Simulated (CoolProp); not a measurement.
The fluid at 298.15 K and 0.00652 MPa expands adiabatically to 0.000482 MPa with isentropic efficiency 0.9. The same conditions are run with several fluids, on thermodynamics alone (safety and materials aside).

Model: reference Helmholtz-energy equation of state of each fluid (the fluoroketone C6F12O (FK-5-1-12): McLinden 2015; n-butane: Bücker 2006; R1336mzz(Z): McLinden 2020; isohexane: Lemmon 2006), in CoolProp.

Q: Rank the fluoroketone C6F12O (FK-5-1-12), n-butane, R1336mzz(Z), isohexane by work (kJ/kg), highest first.

A: n-butane (89.1), isohexane (62.2), R1336mzz(Z) (32.6), the fluoroketone C6F12O (FK-5-1-12) (17.6)

| fluid | final temperature (K) | final density (kg/m³) |
|---|---|---|
| the fluoroketone C6F12O (FK-5-1-12) | 277.3 | 0.0661 |
| n-butane | 241.4 | 0.0140 |
| R1336mzz(Z) | 256.8 | 0.0370 |
| isohexane | 257.8 | 0.0194 |
